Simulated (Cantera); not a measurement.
Input (Python, Cantera):

```python
import numpy as np
import cantera as ct

surf = ct.Interface("ptcombust.yaml", "Pt_surf")
gas = surf.adjacent["gas"]
gas.TPX = 300, 4200, {'CH4': 0.084, 'O2': 0.18, 'N2': 0.79}
jet = ct.ImpingingJet(gas=gas, width=0.026, surface=surf)
jet.inlet.mdot, jet.inlet.T, jet.inlet.X = 0.05, 300, {'CH4': 0.084, 'O2': 0.18, 'N2': 0.79}
jet.set_refine_criteria(ratio=10, slope=0.2, curve=0.3)
show, cover = ['CH4', 'O2', 'H2O', 'OH', 'CO', 'CO2'], ["PT(S)", "H(S)", "O(S)", "OH(S)", "CO(S)", "C(S)"]

rows = []
print(f"{'Ts/K':>7s}" + "".join(f"{s:>11s}" for s in show + cover) + "   (gas at the wall, coverages)")
for i, Ts in enumerate([900, 950, 1000, 1050, 1100, 1150]):
    jet.surface.T = Ts
    if i == 0:
        surf.TP = Ts, 4200
        surf.coverages = "PT(S):0.5, O(S):0.5"
        surf.advance_coverages(1.0)
        jet.set_initial_guess(products="inlet")
    jet.solve(loglevel=0, auto=(i == 0))
    rows.append([*(jet.X[gas.species_index(s), -1] for s in show), *surf[cover].coverages])
    print(f"{Ts:7g}" + "".join(f"{x:11.3e}" for x in rows[-1]))
```

It prints:

```
   Ts/K        CH4         O2        H2O         OH         CO        CO2      PT(S)       H(S)       O(S)      OH(S)      CO(S)       C(S)   (gas at the wall, coverages)
    900  6.330e-02  1.352e-01  3.107e-02  4.522e-08  2.622e-05  2.030e-02  2.359e-01  7.790e-08  7.630e-01  1.028e-03  2.105e-05  7.496e-08
    950  5.333e-02  1.138e-01  4.973e-02  1.528e-07  3.145e-05  3.263e-02  3.170e-01  2.161e-07  6.818e-01  1.162e-03  1.822e-05  8.723e-08
   1000  4.347e-02  9.276e-02  6.800e-02  4.352e-07  3.605e-05  4.481e-02  4.032e-01  5.022e-07  5.956e-01  1.191e-03  1.482e-05  9.266e-08
   1050  3.516e-02  7.515e-02  8.324e-02  1.077e-06  4.077e-05  5.505e-02  4.899e-01  1.018e-06  5.090e-01  1.135e-03  1.174e-05  9.352e-08
   1100  2.883e-02  6.181e-02  9.473e-02  2.362e-06  4.662e-05  6.282e-02  5.728e-01  1.860e-06  4.261e-01  1.029e-03  9.322e-06  9.247e-08
   1150  2.423e-02  5.219e-02  1.030e-01  4.699e-06  5.466e-05  6.840e-02  6.493e-01  3.145e-06  3.497e-01  8.996e-04  7.559e-06  9.164e-08
```

Model: Deutschmann's 1995 Pt surface mechanism with GRI-Mech 3.0 gas chemistry, integrated in Cantera. Catalytic surfaces can have several steady states; this one follows from the mechanism file's or the stated starting coverage.
